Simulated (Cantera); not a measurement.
A freely propagating, adiabatic, planar premixed flame of CH₄ : O₂ : N₂ = 1 : 1.82 : 8.36 (molar parts), equivalence ratio 1.1, unburnt at 523 K and 10.0 bar; mixture-averaged transport, grid criteria slope 0.08 and curve 0.16, no radiation.

Model: GRI-Mech 3.0 (53 species, 325 reactions), integrated in Cantera. Burning velocities carry a grid error of a few per cent, more on coarse grids.

Q: Predict: laminar burning velocity; thermal thickness; peak x(CH₂); peak x(CH₂O); peak x(HO₂); peak x(O).

A: 
| Item | Value |
|---|---|
| laminar burning velocity | 22.8 cm/s |
| thermal thickness | 0.111 mm |
| peak x(CH₂) | 2.25e-5 |
| peak x(CH₂O) | 0.00114 |
| peak x(HO₂) | 0.000110 |
| peak x(O) | 0.000311 |
